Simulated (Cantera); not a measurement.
Al₂O₃ + H₂ (sublimation and decomposition of ceramics)

A closed system holds: 1 mol Al₂O₃, 0.38 mol H₂, equilibrated at 3000 K and 11.0 Pa.

Method: chemical equilibrium by Gibbs-energy minimisation in Cantera with the NASA 1993 tables (ideal gas, pure condensed phases). Candidate condensed phases: Al, Al₂O₃, H₂O; 19 gas species. Kinetics and transport are ignored.

```yaml
x(O): 0.510
x(Al): 0.338
x(H): 0.134
x(AlO): 0.0145
x(O₂): 0.00224
x(OH): 0.000491
x(Al₂O): 0.000268
x(H₂): 7.88e-5
x(AlOH): 2.59e-6
gas_amount: 5.659 mol
log10 activity of Al(l) (absent): -4.80
```
